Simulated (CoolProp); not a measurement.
n-octane at 599.56 K and 4.52 MPa is throttled through a valve to 2.09 MPa with no heat exchange. Each further row changes one setting.

Values from CoolProp's reference Helmholtz-energy equation of state, Beckmüller 2019.

```tsv
case	temperature change (K)	final phase	final density (kg/m³)
as stated	-34.4	gas	90.5
outlet pressure 0.627 MPa	-55.1	gas	17.9
outlet pressure 2.72 MPa	-20.2	supercritical	161
```
